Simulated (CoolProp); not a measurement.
m-xylene at 386.41 K and 0.0392 MPa flows at 1.1 m/s in a round tube of 2 mm bore and 0.25 µm roughness, fully developed (64/Re and Nu = 3.66 if laminar; Colebrook and Gnielinski if turbulent). Each further row changes one setting.

The numbers come from the reference Helmholtz-energy equation of state, Zhou 2012 in CoolProp.

```csv
case,Reynolds number,Darcy friction factor,pressure drop (Pa/m),heat-transfer coefficient (W/(m² K)),mass flow (kg/h)
as stated,350,[?],[?],30.4,0.0165
velocity 2.2 m/s,699,0.0915,[?],30.4,[?]
diameter 4 mm,699,0.0915,[?],[?],[?]
```

### Question
Complete the blanks.

### Answer

- as stated, Darcy friction factor: 0.183
- as stated, pressure drop (Pa/m): 73.2
- velocity 2.2 m/s, pressure drop (Pa/m): 146
- velocity 2.2 m/s, mass flow (kg/h): 0.0329
- diameter 4 mm, pressure drop (Pa/m): 18.3
- diameter 4 mm, heat-transfer coefficient (W/(m² K)): 15.2
- diameter 4 mm, mass flow (kg/h): 0.0658

Viscosity comes from a separate model (Cao 2016). Thermal conductivity comes from a separate model (Mylona 2014).
